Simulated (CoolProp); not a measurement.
Vapour-liquid equilibrium of n-heptane (1) + ethylbenzene (2) at 147.25 °C; x and y are mole fractions of (1).

Model: multi-fluid Helmholtz-energy mixture model, Span 2003 and Zhou 2012; pair parameters Bell 2016, in CoolProp.

| x | bubble pressure (MPa) | y at the bubble point | dew pressure at overall composition x (MPa) | liquid density (mol/L) |
|---|---|---|---|---|
| 0.05 | 0.1503 | 0.139 | 0.1403 | 6.975 |
| 0.125 | 0.1712 | 0.295 | 0.1486 | 6.854 |
| 0.2 | 0.1906 | 0.412 | 0.1579 | 6.735 |
| 0.275 | 0.2086 | 0.504 | 0.1683 | 6.620 |
| 0.35 | 0.2255 | 0.580 | 0.1799 | 6.507 |
| 0.425 | 0.2415 | 0.645 | 0.1930 | (withheld) |
| 0.5 | 0.2569 | (withheld) | 0.2077 | 6.288 |
| 0.575 | (withheld) | 0.754 | 0.2242 | 6.183 |
| 0.65 | 0.2862 | 0.802 | 0.2427 | 6.080 |
| 0.725 | 0.3004 | 0.847 | 0.2632 | 5.979 |
| 0.8 | 0.3144 | 0.890 | (withheld) | 5.881 |
| 0.875 | 0.3284 | 0.932 | 0.3095 | 5.785 |
| 0.95 | 0.3423 | 0.973 | 0.3346 | 5.691 |

Question: Complete the blanks.

Answer: 
- 0.425, liquid density (mol/L): 6.396
- 0.5, y at the bubble point: 0.703
- 0.575, bubble pressure (MPa): 0.2717
- 0.8, dew pressure at overall composition x (MPa): 0.2856

No azeotrope shows between x = 0.05 and 0.95.

Pair parameters are fitted to limited data, so mixtures are less certain than the pure fluids.
